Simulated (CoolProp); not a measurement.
A simple Rankine cycle with n-perfluorobutane: condensing at 302.15 K, boiler at 1.27 MPa, turbine inlet 359.3 K, turbine efficiency 0.6, pump efficiency 0.6, no recuperator. Each further row changes one setting.

Model: reference Helmholtz-energy equation of state, Gao 2022, in CoolProp.

```
case                             thermal efficiency (%)  net work (kJ/kg)  heat in (kJ/kg)  turbine exit temperature (K)  volume ratio over the turbine
-------------------------------  ----------------------  ----------------  ---------------  ----------------------------  -----------------------------
as stated                                           6.0              7.52              126                         337.6                           5.33
turbine inlet 379.3 K                               5.7              8.47              148                         359.6                           4.89
condensing temperature 294.15 K                     6.7              9.12              136                         335.1                           6.96
boiler pressure 0.889 MPa                           4.7              6.28              133                         345.5                           3.26
turbine efficiency 0.5                              4.8              6.09              126                         339.1                           5.36
```
